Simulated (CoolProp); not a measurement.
Vapour-liquid equilibrium of n-pentane (1) + toluene (2) at 296.2 K; x and y are mole fractions of (1).

Computed with CoolProp (multi-fluid Helmholtz-energy mixture model, Thol 2019 and Lemmon 2006; pair parameters Bell 2016).

Task: Give the bubble pressure and the first vapour's composition at x = 0.05, 0.15, 0.65. Is there an azeotrope?

Result: x = 0.05: 0.08460 bar, y = 0.612; x = 0.15: 0.1705 bar, y = 0.825; x = 0.65: 0.4538 bar, y = 0.965. No azeotrope shows between x = 0.05 and 0.95.

Pair parameters are fitted to limited data, so mixtures are less certain than the pure fluids.
